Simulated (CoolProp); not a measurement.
Vapour-liquid equilibrium of cyclohexane (1) + n-nonane (2) at 166.55 °C; x and y are mole fractions of (1).

Computed with CoolProp (multi-fluid Helmholtz-energy mixture model, Zhou 2014 and Lemmon 2006; pair parameters Bell 2016).

```csv
x,bubble pressure (kPa),y at the bubble point,dew pressure at overall composition x (kPa),liquid density (mol/L)
0.05,179.4,0.187,157.8,4.723
0.15,234.0,0.426,173.0,4.916
0.25,…,0.576,191.3,5.125
0.35,342.6,0.683,213.6,5.352
0.45,399.3,…,241.4,5.597
0.55,…,0.828,276.9,5.864
0.65,521.0,0.880,323.9,6.155
0.75,586.5,0.923,388.6,6.473
0.85,654.6,0.958,…,6.821
0.95,…,0.987,637.4,7.202
```

What belongs in the gaps?


- 0.25, bubble pressure (kPa): 287.9
- 0.45, y at the bubble point: 0.764
- 0.55, bubble pressure (kPa): 458.6
- 0.85, dew pressure at overall composition x (kPa): 483.4
- 0.95, bubble pressure (kPa): 724.7

No azeotrope shows between x = 0.05 and 0.95.

The pair parameters rest on a limited set of measurements; away from them the model extrapolates.
